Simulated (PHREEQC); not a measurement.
Dissolve 36 mmol/kgw HBr and 5.3 mmol/kgw ZnSO4 at 90 °C. Closed to the air; pH follows from the charge balance.

Computed with PHREEQC (ion-association model, phreeqc.dat).

```
Property                      Result
--------------------  --------------
pH                              1.58
ionic strength        0.0474 mol/kgw
specific conductance     35200 µS/cm
total alkalinity        -36.0 meq/kg
```

```
species  molality  activity   log γ
-------  --------  --------  ------
Br-        0.0360    0.0283  -0.104
H+         0.0315    0.0264  -0.076
Zn+2      0.00509   0.00216  -0.372
HSO4-     0.00450   0.00360  -0.096
SO4-2    0.000606  0.000256  -0.374
ZnSO4    0.000194  0.000196   0.005
```

Precipitation was switched off in this run. Species that the database lacks are ignored. At this temperature some constants are extrapolated from 25 °C, and those without enthalpy data are left unchanged.
